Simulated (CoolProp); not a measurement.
Properties of carbon dioxide along the isobar 6.97 MPa.

Model: reference Helmholtz-energy equation of state, Span 1996, in CoolProp.

```
T (°C)   phase  density (kg/m³)  Joule-Thomson coefficient (K/MPa)  expansivity (1/kK)  viscosity (µPa s)
------  ------  ---------------  ---------------------------------  ------------------  -----------------
-30.75  liquid             1097                           -0.05777               3.605                177
-7.05   liquid            992.5                             0.1599               5.062                122
16.65   liquid            840.6                             0.8343               10.61               79.2
40.25      gas            195.4                              8.871               17.13               19.0
63.95      gas            149.5                              7.518               8.139                  …
87.55      gas            127.4                              6.358                   …               19.7
111.25     gas            112.9                              5.430                   …               20.6
134.95     gas            102.4                              4.685               3.819               21.5
158.55     gas            94.11                              4.081               3.328               22.4
```

Complete the blanks.


- 63.95, viscosity (µPa s): 19.1
- 87.55, expansivity (1/kK): 5.733
- 111.25, expansivity (1/kK): 4.543

Viscosity comes from a separate model (Laesecke 2017).
